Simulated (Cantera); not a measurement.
A perfectly stirred reactor is fed with 5.64 % CH₄, 18.2 % O₂, 68.2 % N₂, 7.90 % CO₂, at 0.440 bar; it is adiabatic with a 700 K inlet, and is followed from long to short residence time, starting on the burning branch (τ in s: 0.22, 0.11, 0.057, 0.03, 0.015, 0.0078, 0.004, 0.0021, 0.0011, 0.00055, 0.00028, 0.00015, 7.5e-05).

Cantera simulation using GRI-Mech 3.0 (53 species, 325 reactions); the numbers are that mechanism's predictions, not measurements.

One state of this run: T (K) = 1558; x CH₄ = 0.00128; x O₂ = 0.0843; x CO₂ = 0.105; x NO = 2.41e-6; x NO₂ = 8.03e-10; x C₂H₄ = 7.92e-7; x HCO = 1.29e-5. x: mole fraction; the columns are a selection and need not sum to one.

Question: Which value of τ (s) does it belong to?
(A) 0.00028
(B) 0.11
(C) 7.5e-5
(D) 0.22

Answer: A, 0.00028
